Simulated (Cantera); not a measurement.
Feed: 1 mol C2H5OH, 0.55 mol O2, 2.6 mol N2, at 1375 °C and 26.0 mbar.

These are equilibrium values from Cantera (NASA tables, ideal gas, pure condensed phases), not measurements of a reactor. Candidate condensed phases: C, C6H6, C7H8, C8H18, H2O; 136 gas species. Equilibrium is a limit: real reactors are often held back by kinetics, nucleation or transport.

Base state: H2 0.384, N2 0.342, CO 0.261, H2O 0.0109, CO2 0.00230, H 0.000342 (mole fractions); condensed: gas only.

### Question
What changes in the equilibrium state with this change: pressure from 26.0 mbar to 64.0 Pa?

### Answer
```json
[
 {"species": "H2", "before": "0.384", "after": "0.382"},
 {"species": "N2", "before": "0.342", "after": "0.342"},
 {"species": "CO", "before": "0.261", "after": "0.261"},
 {"species": "H", "before": "0.000342", "after": "0.00218"},
 {"species": "H2O", "before": "0.0109", "after": "0.0108"},
 {"species": "CO2", "before": "0.00230", "after": "0.00230"}
]
```
